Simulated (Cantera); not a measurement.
Cantera run, input and output.

```python
import numpy as np
import cantera as ct

gas = ct.Solution("gri30.yaml")
gas.TPX = 1100, 220000, {'CO': 0.011, 'O2': 0.065, 'H2O': 0.0086, 'N2': 1}
reactor = ct.IdealGasConstPressureReactor(gas, energy="off", clone=False)
net = ct.ReactorNet([reactor])
net.rtol, net.atol = 1e-08, 1e-18
show = ['CO', 'O2', 'H2O', 'CO2', 'H', 'N2O', 'NO']
times = np.geomspace(0.0002, 200, 15)

steps = ct.SolutionArray(gas, extra=["t"])
rows = []
print(f"{'t/s':>10s}{'T/K':>9s}{'P/Pa':>11s}" + "".join(f"{s:>11s}" for s in show))
for t in times:
    while net.time < t:
        t_next = net.step()
        steps.append(gas.state, t=t_next)
    rows.append([np.interp(t, steps.t, y) for y in (steps.T, steps.P, *steps(*show).X.T)])
    print(f"{t:10.3e}{rows[-1][0]:9.1f}{rows[-1][1]:11.4g}" + "".join(f"{x:11.3e}" for x in rows[-1][2:]))
rate = np.gradient(steps.T, steps.t)
print("integrator steps:", len(steps.t))
if steps.T.max() > steps.T[0] + 200:
    print(f"time of steepest temperature rise: {steps.t[rate.argmax()]:.4e} s")
gas.TPX = 1100, 220000, {'CO': 0.011, 'O2': 0.065, 'H2O': 0.0086, 'N2': 1}
gas.equilibrate("TP")
print(f"equilibrium (TP): T = {gas.T:.1f} K  " + "  ".join(f"{s} {gas[s].X[0]:.3e}" for s in show))
```

Output:

```
       t/s      T/K       P/Pa         CO         O2        H2O        CO2          H        N2O         NO
 2.000e-04   1100.0    2.2e+05  1.014e-02  5.993e-02  7.929e-03  3.405e-09  3.358e-11  2.506e-13  1.067e-18
 5.365e-04   1100.0    2.2e+05  1.014e-02  5.993e-02  7.929e-03  1.682e-08  1.249e-10  1.902e-12  8.649e-18
 1.439e-03   1100.0    2.2e+05  1.014e-02  5.993e-02  7.929e-03  1.525e-07  7.262e-10  1.901e-11  1.192e-16
 3.861e-03   1100.0    2.2e+05  1.013e-02  5.992e-02  7.928e-03  7.201e-06  2.761e-08  7.801e-10  5.856e-14
 1.036e-02   1100.0    2.2e+05  9.521e-03  5.963e-02  7.915e-03  6.238e-04  3.706e-07  4.303e-08  7.269e-11
 2.779e-02   1100.0    2.2e+05  7.538e-03  5.870e-02  7.917e-03  2.618e-03  3.056e-07  1.772e-07  6.155e-10
 7.455e-02   1100.0    2.2e+05  4.237e-03  5.714e-02  7.939e-03  5.935e-03  1.566e-07  4.263e-07  2.655e-09
 2.000e-01   1100.0    2.2e+05  1.281e-03  5.574e-02  7.960e-03  8.906e-03  3.561e-08  7.161e-07  5.978e-09
 5.365e-01   1100.0    2.2e+05  1.903e-04  5.523e-02  7.968e-03  1.000e-02  2.888e-09  8.685e-07  6.725e-09
 1.439e+00   1100.0    2.2e+05  1.683e-05  5.515e-02  7.969e-03  1.018e-02  1.308e-10  8.532e-07  8.415e-09
 3.861e+00   1100.0    2.2e+05  4.050e-07  5.514e-02  7.969e-03  1.019e-02  2.506e-12  7.137e-07  1.643e-08
 1.036e+01   1100.0    2.2e+05  3.455e-10  5.514e-02  7.970e-03  1.019e-02  2.120e-13  4.340e-07  1.781e-08
 2.779e+01   1100.0    2.2e+05  4.363e-11  5.514e-02  7.970e-03  1.019e-02  1.245e-13  1.175e-07  1.787e-08
 7.455e+01   1100.0    2.2e+05  3.943e-11  5.514e-02  7.970e-03  1.019e-02  9.739e-14  8.826e-09  1.785e-08
 2.000e+02   1100.0    2.2e+05  3.935e-11  5.514e-02  7.970e-03  1.019e-02  9.667e-14  5.740e-09  1.786e-08
integrator steps: 1558
equilibrium (TP): T = 1100.0 K  CO 3.936e-11  O2 5.511e-02  H2O 7.970e-03  CO2 1.019e-02  H 9.668e-14  N2O 5.739e-09  NO 4.749e-05
```

Model: GRI-Mech 3.0 (53 species, 325 reactions), integrated in Cantera.
